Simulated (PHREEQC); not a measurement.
# Hard or scaling water (model solution)

A solution holds 0.096 mol/kgw MgCl2, 4.2e-06 mol/kgw CO2 and 0.00077 mol/kgw MgSO4, at 25 °C. Closed to the air; pH follows from the charge balance.

Model: ion-association model, phreeqc.dat, run in PHREEQC.

The pH is 5.86. The ionic strength is 0.289 mol/kgw and the specific conductance comes out as 17000 µS/cm. The density is 1.005 g/cm³.

| species | molality | activity | log γ |
|---|---|---|---|
| Cl- | 0.192 | 0.132 | -0.162 |
| Mg+2 | 0.0963 | 0.0306 | -0.499 |
| MgSO4 | 0.000485 | 0.000519 | 0.029 |
| SO4-2 | 0.000285 | 7.25e-5 | -0.594 |
| CO2 | 2.54e-6 | 2.72e-6 | 0.029 |
| H+ | 1.76e-6 | 1.38e-6 | -0.106 |
| HCO3- | 1.20e-6 | 8.72e-7 | -0.140 |
| MgHCO3+ | 4.51e-7 | 3.12e-7 | -0.161 |
| MgOH+ | 1.07e-7 | 7.99e-8 | -0.128 |
| HSO4- | 1.32e-8 | 9.73e-9 | -0.134 |
| OH- | 1.08e-8 | 7.30e-9 | -0.169 |

No solid was allowed to form. Species that the database lacks are ignored.
